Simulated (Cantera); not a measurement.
# Hydrocarbon pyrolysis for carbon deposition

An isothermal, constant-pressure homogeneous reactor starts with CH₄ : N₂ = 1 : 34 (molar parts), at 1848 K and 800 Pa.

Model: GRI-Mech 3.0 (53 species, 325 reactions), integrated in Cantera. GRI-Mech 3.0 stops at C3 and has no aromatics, soot or wall deposition, so with more carbon than oxygen in the feed, carbon stays in small species such as C2H2 where larger ones or solid carbon would form. Radical loss at walls, strong at low pressure, is not modelled.

| t (s) | x CH₄ | x C₂H₂ | x C₂H₆ | x CH₃ | x HCN |
|---|---|---|---|---|---|
| 0.000500 | 0.0286 | 6.53e-12 | 5.77e-11 | 1.77e-5 | <1e-12 |
| 0.00126 | 0.0285 | 3.99e-10 | 8.15e-10 | 4.73e-5 | 1.97e-12 |
| 0.00316 | 0.0284 | 1.91e-8 | 8.08e-9 | 0.000121 | 1.85e-11 |
| 0.00793 | 0.0282 | 8.06e-7 | 6.17e-8 | 0.000305 | 2.30e-10 |
| 0.0199 | 0.0275 | 3.13e-5 | 3.93e-7 | 0.000741 | 4.19e-9 |
| 0.0501 | 0.0230 | 0.000971 | 1.51e-6 | 0.00141 | 1.64e-7 |
| 0.126 | 0.0110 | 0.00741 | 8.77e-7 | 0.00102 | 2.85e-6 |
| 0.316 | 0.00338 | 0.0120 | 1.40e-7 | 0.000402 | 1.19e-5 |
| 0.795 | 0.000695 | 0.0135 | 1.21e-8 | 0.000122 | 3.08e-5 |
| 2.00 | 0.000108 | 0.0138 | 5.68e-10 | 2.76e-5 | 6.25e-5 |
| 5.02 | 1.21e-5 | 0.0138 | 1.21e-11 | 4.24e-6 | 9.56e-5 |
| 12.6 | 2.69e-7 | 0.0138 | <1e-12 | 1.28e-7 | 0.000108 |
| 31.7 | 5.91e-8 | 0.0138 | <1e-12 | 3.41e-8 | 0.000108 |
| 79.6 | 4.17e-8 | 0.0138 | <1e-12 | 2.47e-8 | 0.000109 |
| 200 | 4.18e-8 | 0.0138 | <1e-12 | 2.47e-8 | 0.000111 |
x: mole fraction; the columns are a selection and need not sum to one.

Equilibrium at this temperature and pressure: CH₄ 1.09e-7, C₂H₂ 0.00161, C₂H₆ <1e-12, CH₃ 6.44e-8, HCN 0.0245 (gas phase only).
